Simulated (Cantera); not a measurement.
A perfectly stirred reactor is fed with 5.20 % CH4, 0.572 % CO, 19.8 % O2, 74.4 % N2, equivalence ratio 0.54, at 0.760 bar; it is adiabatic with a 800 K inlet, and is followed from long to short residence time, starting on the burning branch (τ in s: 0.11, 0.04, 0.014, 0.005, 0.0018, 0.00063, 0.00022, 7.9e-05, 2.8e-05).

Detailed kinetics in Cantera: GRI-Mech 3.0 (53 species, 325 reactions).

One state of this run: T (K) = 1808; x CH4 = 0.000182; x CO = 0.00932; x O2 = 0.0935; x H2 = 0.00252; x CO2 = 0.0477. x: mole fraction; the columns are a selection and need not sum to one.

**Question.** Which value of τ (s) does it belong to?
A. 0.0050
B. 0.0018
C. 0.00063
D. 0.040

**Answer.** C, 0.00063
